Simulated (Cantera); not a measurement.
A perfectly stirred reactor is fed with H2 : O2 : N2 = 1.1 : 1 : 2.6 (molar parts), equivalence ratio 0.55, at 0.370 bar; it is held at 1250 K, and followed from long to short residence time.

Cantera simulation using the H2/O2 subset of GRI-Mech 3.0, which has no nitrogen chemistry; the numbers are that mechanism's predictions, not measurements. The temperature is held fixed by assumption; the heat of reaction is taken as removed at once.

Q: What does this change do: temperature 1250 to 975 K?

A: 
```json
[
 {"quantity": "x(H2) at τ = 0.730 s", "before": "0.000192", "after": "0.0186"},
 {"quantity": "x(O2) at τ = 0.730 s", "before": "0.108", "after": "0.117"},
 {"quantity": "x(OH) at τ = 0.730 s", "before": "0.000313", "after": "3.17e-6"},
 {"quantity": "x(O) at τ = 0.730 s", "before": "4.22e-5", "after": "3.48e-6"},
 {"quantity": "x(HO2) at τ = 0.730 s", "before": "5.87e-6", "after": "6.43e-5"},
 {"quantity": "x(H2) at τ = 41.0 ms", "before": "0.00127", "after": "0.0268"},
 {"quantity": "x(O2) at τ = 41.0 ms", "before": "0.109", "after": "0.120"},
 {"quantity": "x(OH) at τ = 41.0 ms", "before": "0.000826", "after": "3.81e-5"},
 {"quantity": "x(O) at τ = 41.0 ms", "before": "0.000309", "after": "4.24e-5"},
 {"quantity": "x(HO2) at τ = 41.0 ms", "before": "2.30e-5", "after": "8.48e-5"}
]
```

Q: What does this change do: temperature 1250 to 1375 K?

A: 
```tsv
quantity	before	after
x(H2) at τ = 0.730 s	0.000192	0.000143
x(O2) at τ = 0.730 s	0.108	0.108
x(OH) at τ = 0.730 s	0.000313	0.000550
x(O) at τ = 0.730 s	4.22e-5	6.24e-5
x(HO2) at τ = 0.730 s	5.87e-6	3.34e-6
x(H2) at τ = 41.0 ms	0.00127	0.000964
x(O2) at τ = 41.0 ms	0.109	0.108
x(OH) at τ = 41.0 ms	0.000826	0.00145
x(O) at τ = 41.0 ms	0.000309	0.000448
x(HO2) at τ = 41.0 ms	2.30e-5	1.49e-5
```

Q: What does this change do: temperature 1250 to 1325 K?

A: 
```
quantity                 before     after
---------------------  --------  --------
x(H2) at τ = 0.730 s   0.000192  0.000155
x(O2) at τ = 0.730 s      0.108     0.108
x(OH) at τ = 0.730 s   0.000313  0.000449
x(O) at τ = 0.730 s     4.22e-5   5.40e-5
x(HO2) at τ = 0.730 s   5.87e-6   4.14e-6
x(H2) at τ = 41.0 ms    0.00127   0.00103
x(O2) at τ = 41.0 ms      0.109     0.108
x(OH) at τ = 41.0 ms   0.000826   0.00118
x(O) at τ = 41.0 ms    0.000309  0.000390
x(HO2) at τ = 41.0 ms   2.30e-5   1.77e-5
```
